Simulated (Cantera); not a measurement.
Equilibrium for oxide etching and cleaning by halides: CuO + F₂ + O₂

Charge: 1 mol CuO, a varied amount of F₂, 0.57 mol O₂, equilibrated at 13300 Pa.

Equilibrium computed with Cantera from the NASA thermochemical tables; the gas is ideal and each condensed phase is pure. Candidate condensed phases: Cu, CuF₂, CuO, Cu₂O; 13 gas species. The numbers say what is thermodynamically allowed, not how fast it happens.

Stable condensed phases:

```
T in K \ n(F₂) in mol
         1.8 2.3 2.9 3.7 4.7   6 7.6 9.6  12
   1523    A   A   A   A   A   A   A   A   A
   1473    B   A   A   A   A   A   A   A   A
   1423    B   B   B   A   A   A   A   A   A
   1373    B   B   B   B   B   A   A   A   A
   1323    B   B   B   B   B   B   B   B   A
   1273    B   B   B   B   B   B   B   B   B
   1223    B   B   B   B   B   B   B   B   B
   1173    B   B   B   B   B   B   B   B   B
   1123    B   B   B   B   B   B   B   B   B
   1073    B   B   B   B   B   B   B   B   B
   1023    B   B   B   B   B   B   B   B   B
    973    B   B   B   B   B   B   B   B   B
    923    B   B   B   B   B   B   B   B   B
```

A: gas only; B: CuF₂.
